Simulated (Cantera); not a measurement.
What does this Cantera script print?

```python
import numpy as np
import cantera as ct

gas = ct.Solution("h2o2.yaml")
gas.TPX = 1100, 13332, {'H2': 0.74, 'O2': 1, 'N2': 0.57}
inlet = ct.Reservoir(gas, clone=True)

reactor = ct.IdealGasConstPressureReactor(gas, energy="off", clone=False)
exhaust = ct.Reservoir(gas, clone=True)
tau = [2.1, 1.1, 0.57, 0.29, 0.15, 0.078, 0.04, 0.021, 0.011, 0.0055, 0.0028][0]
for a, b in ((inlet, reactor), (reactor, exhaust)):
    ct.MassFlowController(a, b, mdot=lambda t: reactor.mass / tau)
net = ct.ReactorNet([reactor])
show = ['H2', 'O2', 'HO2', 'H2O', 'H']

rows = []
print(f"{'tau/s':>10s}{'T/K':>9s}" + "".join(f"{s:>11s}" for s in show))
for tau in [2.1, 1.1, 0.57, 0.29, 0.15, 0.078, 0.04, 0.021, 0.011, 0.0055, 0.0028]:
    net.initial_time = 0.0
    net.advance(30 * tau)
    before = gas.X
    net.advance(40 * tau)
    drift = np.max(np.abs(gas.X - before) / (gas.X + 1e-9))
    rows.append([gas.T, *gas[show].X, drift])
    print(f"{tau:10.3e}{gas.T:9.1f}" + "".join(f"{x:11.3e}" for x in gas[show].X))
```

Output:

```
     tau/s      T/K         H2         O2        HO2        H2O          H
 2.100e+00   1100.0  3.570e-04  3.248e-01  1.065e-05  3.809e-01  5.526e-06
 1.100e+00   1100.0  5.495e-04  3.248e-01  1.506e-05  3.806e-01  1.057e-05
 5.700e-01   1100.0  8.461e-04  3.248e-01  2.082e-05  3.802e-01  2.043e-05
 2.900e-01   1100.0  1.306e-03  3.249e-01  2.806e-05  3.796e-01  4.017e-05
 1.500e-01   1100.0  1.973e-03  3.250e-01  3.624e-05  3.786e-01  7.762e-05
 7.800e-02   1100.0  2.937e-03  3.252e-01  4.512e-05  3.773e-01  1.490e-04
 4.000e-02   1100.0  4.358e-03  3.254e-01  5.451e-05  3.753e-01  2.896e-04
 2.100e-02   1100.0  6.315e-03  3.258e-01  6.342e-05  3.726e-01  5.489e-04
 1.100e-02   1100.0  9.081e-03  3.263e-01  7.172e-05  3.686e-01  1.039e-03
 5.500e-03   1100.0  1.329e-02  3.270e-01  7.939e-05  3.623e-01  2.050e-03
 2.800e-03   1100.0  1.913e-02  3.280e-01  8.517e-05  3.533e-01  3.941e-03
```

Model: the H2/O2 subset of GRI-Mech 3.0, which has no nitrogen chemistry, integrated in Cantera. The temperature is held fixed by assumption; the heat of reaction is taken as removed at once.
